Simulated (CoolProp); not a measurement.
trans-2-butene along the isobar 5380 kPa: Z from the reference equation and from simpler models built on Tc = 428.6 K, pc = 4019 kPa, ω = 0.210; each cubic takes its own stable root.

Values from CoolProp's reference Helmholtz-energy equation of state, Lemmon 2005. It is a short technical equation, of lower accuracy than the large ones.

| T (K) | phase | reference | van der Waals | Redlich-Kwong | Soave-Redlich-Kwong | Peng-Robinson |
|---|---|---|---|---|---|---|
| 188.7 | liquid | 0.2675 | 0.4432 | 0.3000 | 0.2972 | 0.2649 |
| 228.5 | liquid | 0.2337 | 0.3824 | 0.2608 | 0.2568 | … |
| 268.3 | liquid | 0.2117 | 0.3426 | 0.2366 | 0.2315 | 0.2053 |
| 308.1 | liquid | 0.1979 | 0.3170 | 0.2229 | 0.2169 | 0.1921 |
| 347.9 | liquid | 0.1911 | 0.3027 | 0.2187 | 0.2121 | 0.1877 |
| 387.7 | liquid | 0.1931 | 0.3011 | … | 0.2208 | 0.1959 |
| 427.5 | liquid | 0.2192 | 0.3231 | 0.2678 | 0.2673 | 0.2410 |
| 467.3 | supercritical | 0.5338 | 0.4807 | 0.5225 | 0.5647 | 0.5339 |
| 507.1 | supercritical | 0.7032 | 0.6624 | 0.6880 | 0.7279 | … |

Task: What belongs in the gaps?

Result: 
- 228.5, Peng-Robinson: 0.2283
- 387.7, Redlich-Kwong: 0.2271
- 507.1, Peng-Robinson: 0.6963
